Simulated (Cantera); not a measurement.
A closed system holds: 1 mol Fe(CO)5, 19 mol H2, held at 798.15 K and 0.0100 bar.

Method: chemical equilibrium by Gibbs-energy minimisation in Cantera with the NASA 1993 tables (ideal gas, pure condensed phases). Candidate condensed phases: C, C6H6, C7H8, C8H18, Fe, Fe(CO)5, FeO, Fe(OH)2, Fe(OH)3, Fe2O3, Fe3O4, H2O; 114 gas species. Condensed phases not in the tables: cementite and carbon dissolved in iron. Kinetics and transport are ignored.

Base state: H2 0.793, CO 0.147, H2O 0.0286, CO2 0.0226, CH4 0.00871 (mole fractions); condensed: C(graphite) + Fe(α).

Q: What changes in the equilibrium state with this change: temperature from 798.15 K to 1575 K?

A: 
| species | before | after |
|---|---|---|
| H2 | 0.793 | 0.791 |
| CO | 0.147 | 0.208 |
| H | <1e-9 | 0.000370 |
| H2O | 0.0286 | 5.75e-6 |
| CO2 | 0.0226 | 5.22e-7 |
| Fe | <1e-9 | 6.83e-5 |
| CH4 | 0.00871 | 3.35e-6 |
| C(graphite), mol | 0.963 | 0 |
| Fe(α), mol | 1.00 | 0 |
| Fe(γ), mol | 0 | 0.998 |

Q: What changes in the equilibrium state with this change: Fe(CO)5 replaced by PbO?

A: 
```json
[
 {"species": "H2", "before": "0.793", "after": "0.947"},
 {"species": "H2O", "before": "0.0286", "after": "0.0526"},
 {"species": "CO", "before": "0.147", "after": "0"},
 {"species": "CO2", "before": "0.0226", "after": "0"},
 {"species": "CH4", "before": "0.00871", "after": "0"},
 {"species": "C(graphite), mol", "before": "0.963", "after": "0"},
 {"species": "Fe(α), mol", "before": "1.00", "after": "0"},
 {"species": "Pb(l), mol", "before": "0", "after": "1.000"}
]
```
Further candidate phases: Pb, PbO, PbO2, Pb3O4.
